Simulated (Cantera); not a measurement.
An adiabatic, constant-pressure homogeneous reactor starts with CH4 : CO : O2 : N2 = 1 : 0.72 : 4.29 : 16.1 (molar parts), equivalence ratio 0.55, at 1500 K and 1.00 bar.

Model: GRI-Mech 3.0 (53 species, 325 reactions), integrated in Cantera.

x: mole fraction; the columns are a selection and need not sum to one.

| t (s) | T (K) | x CH4 | x CO | x O2 | x H2O2 | x HO2 | x C2H4 |
|---|---|---|---|---|---|---|---|
| 2.00e-6 | 1500 | 0.0452 | 0.0326 | 0.194 | 1.92e-10 | (withheld) | <1e-12 |
| 4.11e-6 | 1500 | 0.0452 | 0.0326 | 0.194 | 7.24e-10 | (withheld) | <1e-12 |
| 8.46e-6 | 1500 | 0.0452 | 0.0326 | 0.194 | 2.44e-9 | (withheld) | 4.04e-12 |
| 1.74e-5 | 1500 | 0.0452 | 0.0326 | 0.194 | 6.89e-9 | (withheld) | 5.26e-11 |
| 3.58e-5 | 1500 | 0.0452 | 0.0326 | 0.194 | 1.54e-8 | (withheld) | 6.37e-10 |
| 7.37e-5 | 1500 | 0.0452 | 0.0326 | 0.194 | 2.73e-8 | (withheld) | 8.22e-9 |
| 0.000152 | 1500 | 0.0452 | 0.0326 | 0.194 | 4.16e-8 | (withheld) | 1.27e-7 |
| 0.000312 | 1501 | 0.0450 | 0.0325 | 0.194 | 8.60e-8 | (withheld) | 2.75e-6 |
| 0.000641 | 1509 | 0.0431 | 0.0327 | 0.193 | 7.56e-7 | (withheld) | 9.58e-5 |
| 0.00132 | 2462 | <1e-12 | 0.0122 | 0.0887 | 1.34e-7 | (withheld) | <1e-12 |
| 0.00271 | 2509 | <1e-12 | 0.00911 | 0.0875 | 1.77e-7 | 6.92e-6 | <1e-12 |
| 0.00558 | 2506 | <1e-12 | 0.00902 | 0.0863 | 1.74e-7 | 6.80e-6 | <1e-12 |
| 0.0115 | 2501 | <1e-12 | 0.00888 | 0.0845 | 1.71e-7 | 6.61e-6 | <1e-12 |
| 0.0236 | 2496 | <1e-12 | 0.00875 | 0.0827 | 1.68e-7 | 6.42e-6 | <1e-12 |
| 0.0486 | 2493 | <1e-12 | 0.00868 | 0.0819 | 1.66e-7 | 6.34e-6 | <1e-12 |
| 0.100 | 2493 | <1e-12 | 0.00868 | 0.0818 | 1.66e-7 | 6.33e-6 | <1e-12 |

### Question
What belongs in the gaps?

### Answer

- 2.00e-6, x HO2: 7.14e-8
- 4.11e-6, x HO2: 1.44e-7
- 8.46e-6, x HO2: 2.86e-7
- 1.74e-5, x HO2: 5.46e-7
- 3.58e-5, x HO2: 9.71e-7
- 7.37e-5, x HO2: 1.54e-6
- 0.000152, x HO2: 2.24e-6
- 0.000312, x HO2: 4.35e-6
- 0.000641, x HO2: 2.50e-5
- 0.00132, x HO2: 5.89e-6
